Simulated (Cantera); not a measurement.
Cantera run:

```python
import numpy as np
import cantera as ct

gas_names = """
    H HNO HNO2 HNO3 HO2 H2 H2O H2O2 N NH NH2 NH3 NH2OH NO NO2 NO3 N2 N2H2 N2H4 N2O O OH O2 O3 Si SiH
    SiH2 SiH3 SiH4 SiN SiO SiO2 Si2 Si2N Si3
""".split()
cond_names = """
    H2O(s) H2O(L) Si(cr) Si(L) SiO2(Lqz) SiO2(hqz) SiO2(L) Si2N2O(s) Si3N4(a)
""".split()


# ... load() reads the species with a 1 bar reference pressure and builds the phases ...
atoms = {
    'Si3N4': {'Si': 3, 'N': 4},
    'H2O': {'H': 2, 'O': 1},
    'N2': {'N': 2},
}
top_T = {'Si2N2O(s)': 2100, 'Si3N4(a)': 2400}  # K; cautious upper limits of use, not melting points


# ... equilibrate(T, P, feed) seeds the gas with the atoms and calls Mixture.equilibrate('TP', solver="vcs", rtol=1e-11, max_steps=5000) ...
results = []
feed = {'Si3N4': 1, 'H2O': 0.0031, 'N2': 18}  # mol
P = 0.55  # Pa
for T in [1625, 1650, 1675, 1700, 1725, 1750, 1775]:
    mix = equilibrate(T, P, feed)
    results.append((T, P, feed, dict(zip(mix.species_names, mix.species_moles))))

top = {s: max(r[3][s] / sum(r[3][g] for g in gas_names) for r in results) for s in gas_names}
cols = sorted((s for s in top if top[s] > 0.001), key=lambda s: -top[s])[:8]
seen = [c for c in cond_names if any(r[3].get(c, 0) > 1e-12 for r in results)]
print("log10 of partial pressures in bar; condensed amounts in mol")
print(f"{'T/K':>10s}" + "".join(f"{s[:9]:>10s}" for s in cols + seen))
for T, P, feed, n in results:
    ng = sum(n[g] for g in gas_names)
    print(f"{T:10.4g}" + "".join(f"{np.log10(max(n[s] / ng * P / 1e5, 1e-99)):10.3f}" for s in cols)
          + "".join(f"{n.get(c, 0):10.4g}" for c in seen))
```

It prints:

```
log10 of partial pressures in bar; condensed amounts in mol
       T/K        N2        Si    Si(cr)     Si(L)
      1625    -5.273    -6.788     2.376         0
      1650    -5.282    -6.572     1.955         0
      1675    -5.296    -6.363     1.252         0
      1700    -5.318    -6.168         0    0.1266
      1725    -5.320    -6.150         0         0
      1750    -5.320    -6.148         0         0
      1775    -5.320    -6.147         0         0
```

These are equilibrium values from Cantera (NASA tables, ideal gas, pure condensed phases), not measurements of a reactor. The tables' values for SiN are old estimates; treat these amounts as uncertain.
